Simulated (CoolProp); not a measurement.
Saturated liquid density (kg/m³) of acetone: the reference equation beside estimates from Tc = 235.0 °C, pc = 4692 kPa, ω = 0.307. Rackett uses Z = 0.29056 − 0.08775 ω.

Model: reference Helmholtz-energy equation of state, Lemmon 2006, in CoolProp. It is a short technical equation, of lower accuracy than the large ones.

```
T (°C)  reference  Rackett  van der Waals  Redlich-Kwong  Soave-Redlich-Kwong  Peng-Robinson
------  ---------  -------  -------------  -------------  -------------------  -------------
-22.75      836.5    733.9          424.6          630.8                647.3          727.8
-12.55      825.6    724.7          419.9          622.9                640.6          720.7
-2.35       814.6    715.3          415.0          614.8                633.6          713.3
7.85        803.6    705.8          410.0          606.3                626.3          705.5
18.05       792.4    696.1          404.8          597.6                618.6          697.3
28.35       780.9    686.2          399.4          588.4                610.5          688.7
38.55       769.3    676.1          394.0          579.0                602.1          679.6
48.75       757.6    665.8          388.3          569.2                593.2          670.1
58.95       745.5    655.2          382.5          559.0                583.9          660.0
69.15       733.2    644.4          376.5          548.4                574.1          649.4
79.45       720.5    633.2          370.1          537.3                563.7          638.0
89.65       707.5    621.7          363.7          525.7                552.8          626.0
99.85       694.0    609.9          356.9          513.7                541.2          613.3
110.05      680.1    597.7          349.9          501.0                528.9          599.7
120.25      665.6    585.0          342.5          487.8                515.9          585.2
```

Absolute difference from the reference over all 15 rows, mean and median: Rackett 12.1 and 12.1 %, van der Waals 48.8 and 48.7 %, Redlich-Kwong 25.2 and 24.9 %, Soave-Redlich-Kwong 22.0 and 21.9 %, Peng-Robinson 11.9 and 11.8 %.
